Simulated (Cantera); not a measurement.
Input (Python, Cantera):

```python
import numpy as np
import cantera as ct

gas = ct.Solution("SiF4_NH3_mec.yaml", "gas")
gas.TPX = 2150, 1333, {'NH3': 1, 'H2': 17}
reactor = ct.IdealGasConstPressureReactor(gas, energy="off", clone=False)
net = ct.ReactorNet([reactor])
net.rtol, net.atol = 1e-08, 1e-18
show = ['NH3', 'H2', 'N2H2', 'NH2', 'N2H4', 'N']
times = np.geomspace(0.0001, 3, 12)

steps = ct.SolutionArray(gas, extra=["t"])
rows = []
print(f"{'t/s':>10s}{'T/K':>9s}{'P/Pa':>11s}" + "".join(f"{s:>11s}" for s in show))
for t in times:
    while net.time < t:
        t_next = net.step()
        steps.append(gas.state, t=t_next)
    rows.append([np.interp(t, steps.t, y) for y in (steps.T, steps.P, *steps(*show).X.T)])
    print(f"{t:10.3e}{rows[-1][0]:9.1f}{rows[-1][1]:11.4g}" + "".join(f"{x:11.3e}" for x in rows[-1][2:]))
rate = np.gradient(steps.T, steps.t)
print("integrator steps:", len(steps.t))
if steps.T.max() > steps.T[0] + 200:
    print(f"time of steepest temperature rise: {steps.t[rate.argmax()]:.4e} s")
gas.TPX = 2150, 1333, {'NH3': 1, 'H2': 17}
gas.equilibrate("TP")
print(f"equilibrium (TP): T = {gas.T:.1f} K  " + "  ".join(f"{s} {gas[s].X[0]:.3e}" for s in show))
```

Result:

```
       t/s      T/K       P/Pa        NH3         H2       N2H2        NH2       N2H4          N
 1.000e-04   2150.0       1333  5.555e-02  9.444e-01  1.018e-12  1.439e-06  3.960e-15  8.488e-14
 2.553e-04   2150.0       1333  5.555e-02  9.444e-01  7.106e-12  3.432e-06  2.314e-14  1.851e-12
 6.517e-04   2150.0       1333  5.555e-02  9.444e-01  5.068e-11  8.516e-06  1.442e-13  3.431e-11
 1.664e-03   2150.0       1333  5.553e-02  9.443e-01  3.887e-10  2.148e-05  9.219e-13  5.949e-10
 4.247e-03   2150.0       1333  5.549e-02  9.442e-01  3.430e-09  5.443e-05  5.930e-12  9.953e-09
 1.084e-02   2150.0       1333  5.538e-02  9.437e-01  3.564e-08  1.370e-04  3.756e-11  1.598e-07
 2.767e-02   2150.0       1333  5.476e-02  9.430e-01  3.090e-07  3.061e-04  1.872e-10  1.798e-06
 7.064e-02   2150.0       1333  5.087e-02  9.444e-01  5.712e-07  3.764e-04  2.830e-10  3.850e-06
 1.803e-01   2150.0       1333  4.100e-02  9.495e-01  4.557e-07  3.273e-04  2.138e-10  3.917e-06
 4.604e-01   2150.0       1333  2.349e-02  9.582e-01  2.519e-07  2.271e-04  1.029e-10  4.028e-06
 1.175e+00   2150.0       1333  4.497e-03  9.657e-01  4.814e-08  7.979e-05  1.266e-11  4.841e-06
 3.000e+00   2150.0       1333  2.208e-05  9.517e-01  4.188e-11  1.573e-06  4.821e-15  1.552e-06
integrator steps: 1125
equilibrium (TP): T = 2150.0 K  NH3 3.103e-08  H2 9.385e-01  N2H2 2.325e-15  NH2 3.594e-09  N2H4 2.577e-20  N 9.378e-09
```

Detailed kinetics in Cantera: the gas-phase N/H chemistry of the illustrative SiF4/NH3 mechanism in the Surface Chemkin manual (1991). Walls and surfaces, which speed up NH3 decomposition in real reactors, are not modelled.
